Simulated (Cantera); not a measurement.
A Cantera script and what it prints.

```python
import numpy as np
import cantera as ct

gas_names = """
    H HO2 H2 H2O H2O2 O OH O2 O3 Si SiH SiH2 SiH3 SiH4 SiO SiO2 Si2 Si3
""".split()
cond_names = """
    H2O(s) H2O(L) Si(cr) Si(L) SiO2(Lqz) SiO2(hqz) SiO2(L)
""".split()


# ... load() reads the species with a 1 bar reference pressure and builds the phases ...
atoms = {
    'Si': {'Si': 1},
    'O2': {'O': 2},
    'H2': {'H': 2},
}
top_T = {}  # K; cautious upper limits of use, not melting points


# ... equilibrate(T, P, feed) seeds the gas with the atoms and calls Mixture.equilibrate('TP', solver="vcs", rtol=1e-11, max_steps=5000) ...
results = []
feed = {'Si': 1, 'O2': 0.013, 'H2': 22}  # mol
T = 1850  # K
P = 650000  # Pa
mix = equilibrate(T, P, feed)
results.append((T, P, feed, dict(zip(mix.species_names, mix.species_moles))))
print(gas.report(threshold=0.001))
for i in range(1, mix.n_phases):
    print(f"{mix.phase(i).name:16s} {mix.phase_moles(i):12.5e} mol")
```

It prints:

```
       temperature   1850 K
          pressure   6.5e+05 Pa
           density   0.087336 kg/m^3
  mean mol. weight   2.0667 kg/kmol
   phase of matter   gas

                          1 kg             1 kmol
                     ---------------   ---------------
          enthalpy        2.3148e+07         4.784e+07  J
   internal energy        1.5705e+07        3.2458e+07  J
           entropy             82475        1.7045e+05  J/K
    Gibbs function       -1.2943e+08        -2.675e+08  J
 heat capacity c_p             16297             33681  J/K
 heat capacity c_v             12274             25367  J/K

                      mass frac. Y      mole frac. X     chem. pot. / RT
                     ---------------   ---------------   ---------------
                H2           0.97404           0.99856           -17.365
               SiO          0.025005         0.0011723           -40.785
     [  +16 minor]        0.00095144        0.00027228

Si(L)             9.73007e-01 mol
SiO2(L)           0.00000e+00 mol
```

Method: chemical equilibrium by Gibbs-energy minimisation in Cantera with the NASA 1993 tables (ideal gas, pure condensed phases). Gases not in the tables: Si2H6 and higher silanes.
